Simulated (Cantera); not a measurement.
Standard-state values (1 bar) from the NASA 1993 polynomials, evaluated with Cantera. Values are per mole of reaction as written; species without (g) are pure solids or liquids, kept so even where they would boil at 1 bar.

Task: Between 548 and 1448 K, where is each reaction favourable under standard conditions?
- 2 Al + Cl2(g) = 2 AlCl(g)
- 0.5 Ti + Cl2(g) = 0.5 TiCl4(g)
- Mg + Cl2(g) = MgCl2(g)

Result: 
- 2 Al + Cl2(g) = 2 AlCl(g): ΔG° is -198 kJ at 548 K and -325 kJ at 1448 K; it stays negative (K > 1). ΔH° is -150 kJ and ΔS° 121 J/K at 1448 K.
- 0.5 Ti + Cl2(g) = 0.5 TiCl4(g): ΔG° is -348 kJ at 548 K and -294 kJ at 1448 K; it stays negative (K > 1). ΔH° is -383 kJ and ΔS° -61 J/K at 1448 K.
- Mg + Cl2(g) = MgCl2(g): ΔG° is -404 kJ at 548 K and -414 kJ at 1448 K; it stays negative (K > 1). ΔH° is -409 kJ and ΔS° 4 J/K at 1448 K.
